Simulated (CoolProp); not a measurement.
A single-stage vapour-compression cycle with dimethyl ether: evaporating at 286.15 K (dew point), condensing at 330.15 K (bubble point), superheat 5 K, subcooling 2 K, compressor efficiency 0.75, no pressure losses. Each further row changes one setting.

Model: reference Helmholtz-energy equation of state, Wu 2011, in CoolProp.

| case | cooling COP | pressure ratio | discharge temperature (K) | refrigerating effect (kJ/kg) | volumetric capacity (kJ/m³) |
|---|---|---|---|---|---|
| as stated | ? | 3.29 | 354.8 | 321 | 2750 |
| evaporating temperature 291.15 K | 4.72 | 2.82 | 352.0 | ? | 3240 |
| condensing temperature 325.15 K | 4.68 | 2.92 | 348.1 | 334 | 2860 |
| subcooling 7 K | ? | 3.29 | 354.8 | 334 | 2860 |
| superheat 15 K | ? | 3.29 | 365.3 | 337 | ? |
| compressor efficiency 0.65 | 3.50 | 3.29 | 361.2 | 321 | 2750 |

**Question.** Fill in the missing entries.

**Answer.** 
- as stated, cooling COP: 4.03
- evaporating temperature 291.15 K, refrigerating effect (kJ/kg): 326
- subcooling 7 K, cooling COP: 4.20
- superheat 15 K, cooling COP: 4.04
- superheat 15 K, volumetric capacity (kJ/m³): 2760
